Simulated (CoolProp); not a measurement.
Vapour pressure (MPa) of fluorine: the reference equation beside estimates from Tc = -128.7 °C, pc = 5.240 MPa, ω = 0.045.

Model: reference Helmholtz-energy equation of state, de Reuck 1990, in CoolProp.

```
T (°C)   reference  Lee-Kesler  van der Waals  Redlich-Kwong  Peng-Robinson
-------  ---------  ----------  -------------  -------------  -------------
-161.75     0.9746      0.9833          1.694            ___         0.9846
-158.15      1.221       1.230          1.966          1.247          1.233
-154.55      1.510       1.519          2.265          1.548          1.524
-150.95      1.844       1.853          2.591          1.896          1.861
-147.45      2.218         ___          2.934          2.281          2.238
-143.85        ___       2.662            ___          2.729          2.680
-140.25      3.153       3.159          3.726          3.231          3.182
-136.65      3.717       3.723          4.166          3.792            ___
```

What belongs in the gaps?


- -161.75, Redlich-Kwong: 0.9888
- -147.45, Lee-Kesler: 2.225
- -143.85, reference: 2.656
- -143.85, van der Waals: 3.315
- -136.65, Peng-Robinson: 3.747

Absolute difference from the reference over all 8 rows, mean and median: Lee-Kesler 0.5 and 0.4 %, van der Waals 39.1 and 36.4 %, Redlich-Kwong 2.4 and 2.5 %, Peng-Robinson 0.9 and 0.9 %.
